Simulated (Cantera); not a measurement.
Adiabatic ignition

An adiabatic, constant-volume homogeneous reactor starts with CO : H2 : O2 : N2 = 1 : 0.94 : 1.29 : 4.86 (molar parts), at 1725 K and 6.51 atm.

Computed with Cantera and GRI-Mech 3.0 (53 species, 325 reactions). The hydrogen kinetics of GRI-Mech 3.0 are dated; newer H2 mechanisms differ, most at raised pressure. Above 3000 K some thermodynamic fits are extrapolated.

```tsv
t (s)	T (K)	P (bar)	x CO	x H2	x O2	x NO	x N2O
2.00e-6	2270	8.42	0.0931	0.0134	0.0795	3.93e-5	9.76e-7
7.17e-6	3041	10.7	0.0512	0.00812	0.0607	0.00117	3.02e-6
2.57e-5	3077	10.8	0.0482	0.00766	0.0571	0.00684	3.42e-6
9.21e-5	3063	10.8	0.0481	0.00770	0.0523	0.0178	3.63e-6
0.000330	3057	10.7	0.0481	0.00772	0.0502	0.0226	3.80e-6
0.00118	3056	10.7	0.0481	0.00772	0.0502	0.0226	3.80e-6
0.00424	3056	10.7	0.0481	0.00772	0.0502	0.0226	3.80e-6
0.0152	3056	10.7	0.0481	0.00772	0.0502	0.0226	3.80e-6
0.0545	3056	10.7	0.0481	0.00772	0.0502	0.0226	3.80e-6
0.195	3056	10.7	0.0481	0.00772	0.0502	0.0226	3.80e-6
0.700	3056	10.7	0.0481	0.00772	0.0502	0.0226	3.80e-6
2.51	3056	10.7	0.0481	0.00772	0.0502	0.0226	3.80e-6
9.00	3056	10.7	0.0481	0.00772	0.0502	0.0226	3.80e-6
```
x: mole fraction; the columns are a selection and need not sum to one.

```json
{
  "time_of_steepest_temperature_rise": "1.44 µs",
  "temperature at 9.00 s": "3056 K",
  "equilibrium_temperature": "3056 K",
  "x(CO) at 9.00 s": "0.0481 (gas-phase equilibrium 0.0481)",
  "x(H2) at 9.00 s": "0.00772 (gas-phase equilibrium 0.00772)",
  "x(O2) at 9.00 s": "0.0502 (gas-phase equilibrium 0.0502)"
}
```
